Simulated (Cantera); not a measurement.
Feed: 1 mol PbO, 0.32 mol CH₄, 0.27 mol CO, held at 727 °C and 4.90 bar.

Equilibrium computed with Cantera from the NASA thermochemical tables; the gas is ideal and each condensed phase is pure. Candidate condensed phases: C, C₆H₆, C₇H₈, C₈H₁₈, H₂O, Pb, PbO, PbO₂, Pb₃O₄; 113 gas species. Rates play no part.

Base state: CO₂ 0.297, H₂O 0.273, H₂ 0.239, CO 0.182, CH₄ 0.00830 (mole fractions); condensed: Pb(l).

Q: What changes in the equilibrium state with this change: PbO replaced by Ta₂O₅?

A: 
```tsv
species	before	after
H₂	0.239	0.529
H₂O	0.273	0.144
CO	0.182	0.141
CO₂	0.297	0.0550
CH₄	0.00830	0.131
Pb(l), mol	1.000	0
C(graphite), mol	0	0.367
Ta₂O₅(s), mol	0	1.00
```
Further candidate phases: Ta, TaC, Ta₂O₅.

Q: What changes in the equilibrium state with this change: temperature from 727 °C to 2125 °C?

A: 
```tsv
species	before	after
Pb	3.31e-6	0.427
H₂O	0.273	0.206
CO	0.182	0.184
CO₂	0.297	0.0809
H₂	0.239	0.0794
PbO	<1e-9	0.0170
CH₄	0.00830	<1e-9
Pb₂	<1e-9	0.00224
H	<1e-9	0.00201
OH	<1e-9	0.000956
O₂	<1e-9	1.74e-5
Pb(l), mol	1.000	0
```
Gases not in the tables: (PbO)n polymers.

Q: What changes in the equilibrium state with this change: CH₄ from 0.32 to 4 mol?

A: 
```tsv
species	before	after
H₂	0.239	0.643
CH₄	0.00830	0.193
H₂O	0.273	0.0840
CO₂	0.297	0.0126
CO	0.182	0.0675
C₂H₆	5.07e-8	1.03e-5
Pb(l), mol	1.000	1.000
C(graphite), mol	0	2.31
```
